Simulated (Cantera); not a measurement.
Input: 1 mol SiHCl3, 0.24 mol NH3, 65 mol N2, equilibrated at 975 K and 0.0420 bar.

Equilibrium computed with Cantera from the NASA thermochemical tables; the gas is ideal and each condensed phase is pure. Candidate condensed phases: NH4Cl, Si, Si3N4; 28 gas species. The numbers say what is thermodynamically allowed, not how fast it happens.

Base state: N2 0.970, HCl 0.0216, SiCl4 0.00584, H2 0.00210 (mole fractions); condensed: Si3N4(s).

Task: What changes in the equilibrium state with this change: NH3 from 0.24 to 0.8 mol?

Result: 
```csv
species,before,after
N2,0.970,0.955
HCl,0.0216,0.0341
H2,0.00210,0.00800
SiCl4,0.00584,0.00252
"Si3N4(s), mol",0.203,0.276
```
